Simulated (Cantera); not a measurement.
An isothermal plug-flow reactor at 898 K and 0.260 bar (inlet), inlet velocity 0.13 m/s, active area per volume 620 1/m; feed 0.492 % CH₄, 13.1 % O₂, 86.4 % N₂, equivalence ratio 0.075.

Detailed kinetics in Cantera: Deutschmann's 1995 Pt surface mechanism with GRI-Mech 3.0 gas chemistry. Catalytic surfaces can have several steady states; this one follows from the mechanism file's or the stated starting coverage. Mass transfer to the wall is taken as infinitely fast.

Question: Predict: x(CH₄) at z = 0.016 m; x(O₂) at z = 0.016 m; x(H₂O) at z = 0.016 m; x(CO₂) at z = 0.016 m; x(CO) at z = 0.016 m; θ(free Pt) at the exit; θ(O*) at the exit; θ(OH*) at the exit.

Answer: 
```
Quantity                   Value
----------------------  --------
x(CH₄) at z = 0.016 m   0.000468
x(O₂) at z = 0.016 m       0.122
x(H₂O) at z = 0.016 m    0.00890
x(CO₂) at z = 0.016 m    0.00445
x(CO) at z = 0.016 m     1.52e-7
θ(free Pt) at the exit     0.143
θ(O*) at the exit          0.856
θ(OH*) at the exit       0.00112
```
